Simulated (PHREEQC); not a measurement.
30 mol of Gypsum (CaSO4:2H2O) is brought to equilibrium with 1 kg of water, at 58 °C and several pressures. No CO2 enters from the air. Only these solids could form: Gypsum.

Base run: PHREEQC, Pitzer model, pitzer.dat. Each further column changes one thing. The table gives dissolved Ca (mol/kgw).

```json
[
 {"P (atm)": "1", "base": "0.0151", "temperature from 58 to 25 °C": "0.0151"},
 {"P (atm)": "50", "base": "0.0159", "temperature from 58 to 25 °C": "0.0160"},
 {"P (atm)": "100", "base": "0.0167", "temperature from 58 to 25 °C": "0.0169"},
 {"P (atm)": "200", "base": "0.0185", "temperature from 58 to 25 °C": "0.0187"},
 {"P (atm)": "300", "base": "0.0204", "temperature from 58 to 25 °C": "0.0206"},
 {"P (atm)": "400", "base": "0.0223", "temperature from 58 to 25 °C": "0.0224"},
 {"P (atm)": "500", "base": "0.0244", "temperature from 58 to 25 °C": "0.0242"},
 {"P (atm)": "600", "base": "0.0266", "temperature from 58 to 25 °C": "0.0259"},
 {"P (atm)": "800", "base": "0.0314", "temperature from 58 to 25 °C": "0.0292"},
 {"P (atm)": "1000", "base": "0.0367", "temperature from 58 to 25 °C": "0.0322"}
]
```

At this temperature some constants are extrapolated from 25 °C, and those without enthalpy data are left unchanged.
